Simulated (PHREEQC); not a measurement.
Dissolve 0.0024 mol H3AsO4, 0.00087 mol H3PO4 and 0.0021 mol NaCl per kg of water at 25 °C. Closed to the air; pH follows from the charge balance.

Computed with PHREEQC (ion-association model, wateq4f.dat).

```csv
quantity,before,after
pH,2.65,4.49
ionic strength (mol/kgw),0.00447,5.37e-5
H2AsO4- (mol/kgw),0.00170,2.38e-5
H3AsO4 (mol/kgw),0.000699,1.52e-7
HAsO4-2 (mol/kgw),6.58e-8,5.23e-8
SI of Halite (NaCl),-7.00,-10.94
```

Problem. Which change was made?
A. diluted 100-fold with water
B. 0.0038 mol/kgw HBr added
C. H3PO4 left out
D. H3AsO4 replaced by Na2HAsO4 at the same molality
E. diluted 2-fold with water

Solution. A, diluted 100-fold with water

Precipitation was switched off in this run. H3PO4, which wateq4f.dat lacks, is added to it with the constant of phreeqc.dat.
